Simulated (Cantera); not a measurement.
A freely propagating, adiabatic, planar premixed flame of CH₄ : O₂ : N₂ = 1 : 1.33 : 5.01 (molar parts), unburnt at 425 K and 1.01 bar; mixture-averaged transport, grid criteria slope 0.08 and curve 0.16, no radiation.

Detailed kinetics in Cantera: GRI-Mech 3.0 (53 species, 325 reactions). Burning velocities carry a grid error of a few per cent, more on coarse grids.

### Question
How do the results move with these cheaper or finer settings: unity-Lewis-number transport; multicomponent transport; multicomponent+Soret transport; grid criteria slope 0.5, curve 1; grid criteria slope 0.25, curve 0.5; grid criteria slope 0.03, curve 0.06?

### Answer
```
setting                               laminar burning velocity  thermal thickness  peak x(H)  grid points  grid points
------------------------------------  ------------------------  -----------------  ---------  -----------  -----------
as above                                             21.1 cm/s            1.00 mm    0.00149          121          121
unity-Lewis-number transport                         16.0 cm/s            1.19 mm    0.00176          116          116
multicomponent transport                             21.0 cm/s            1.02 mm    0.00148          121          121
multicomponent+Soret transport                       21.1 cm/s            1.00 mm    0.00156          121          121
grid criteria slope 0.5, curve 1                     22.9 cm/s            1.11 mm    0.00150           29           29
grid criteria slope 0.25, curve 0.5                  21.8 cm/s            1.04 mm    0.00150           47           47
grid criteria slope 0.03, curve 0.06                 20.8 cm/s           0.996 mm    0.00148          295          295
```
The base run took very roughly 8 core-seconds.
Unity Lewis numbers drop preferential diffusion, which matters most where H2 and H carry the flame; Soret adds thermal diffusion.
